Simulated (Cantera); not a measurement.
A closed system holds: 1 mol Si, 0.0028 mol O2, 2.1 mol H2, equilibrated at 1880 Torr.

Cantera equilibrium calculation (NASA polynomials, part measured and part estimated; ideal gas, pure solids and liquids). Candidate condensed phases: H2O, Si, SiO2; 18 gas species. Mutual solubility and eutectic melting of coexisting phases are not modelled. The tables hold silica as quartz up to 1696 K and as liquid above; real silica turns to tridymite and cristobalite and melts near 1996 K. Rates play no part. All values below are at 1348 K.

Base state: H2 1.000 (mole fractions); condensed: Si(s) + SiO2(β-quartz).

### Question
What changes in the equilibrium state with this change: Si replaced by Ti?

### Answer
| species | before | after |
|---|---|---|
| H2 | 1.000 | 1.000 |
| Si(s), mol | 0.997 | 0 |
| SiO2(β-quartz), mol | 0.00279 | 0 |
| Ti(β), mol | 0 | 0.994 |
| TiO(s), mol | 0 | 0.00560 |
TiO: taken at fixed stoichiometry. Condensed phases not in the tables: N, O or C dissolved in the metal. Further candidate phases: Ti, TiO, TiO2, Ti2O3, Ti3O5, Ti4O7.
